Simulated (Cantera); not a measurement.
An isothermal, constant-pressure homogeneous reactor starts with 2.67 % CH2O, 1.91 % O2, 95.4 % N2, equivalence ratio 1.4, at 998 K and 2.10 bar.

Computed with Cantera and GRI-Mech 3.0 (53 species, 325 reactions). Below about 1000 K GRI-Mech 3.0 lacks low-temperature oxidation paths. The temperature is held fixed by assumption; the heat of reaction is taken as removed at once.

One state of this run: x CH2O = 4.29e-11; x O2 = 3.58e-9; x C2H4 = <1e-12; x CH4 = 2.84e-11; x H2 = 0.00295; x CO2 = 0.0143. x: mole fraction; the columns are a selection and need not sum to one.

Question: Which value of t (s) does it belong to?
A. 0.00744
B. 34.8
C. 0.177
D. 0.00259

Answer: B, 34.8
